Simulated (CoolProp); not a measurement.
Saturated liquid density (kg/m³) of n-perfluoropentane: the reference equation beside estimates from Tc = 421.0 K, pc = 20.63 bar, ω = 0.436.

Values from CoolProp's reference Helmholtz-energy equation of state, Gao 2022.

```csv
T (K),reference,van der Waals,Redlich-Kwong,Soave-Redlich-Kwong,Peng-Robinson
324.8,1512,903.9,1288,1392,1578
328,1500,896.4,1275,1379,1563
331.3,1487,888.4,1261,1365,1548
334.5,1475,880.6,1247,1350,1532
337.8,1462,872.4,1232,1335,1515
341,1449,864.2,1217,1320,1498
344.3,1435,855.6,1201,1304,1480
347.5,1421,847.1,1186,1288,1462
350.8,1407,838.0,1170,1271,1443
354.1,1392,828.8,1153,1254,1423
357.3,1378,819.6,1137,1236,1403
360.6,1362,809.9,1119,1218,1382
363.8,1346,800.2,1102,1199,1361
367.1,1330,789.9,1083,1179,1338
370.3,1313,779.6,1065,1159,1315
```

Absolute difference from the reference over all 15 rows, mean and median: van der Waals 40.4 and 40.4 %, Redlich-Kwong 16.7 and 16.5 %, Soave-Redlich-Kwong 9.5 and 9.4 %, Peng-Robinson 2.6 and 2.9 %.
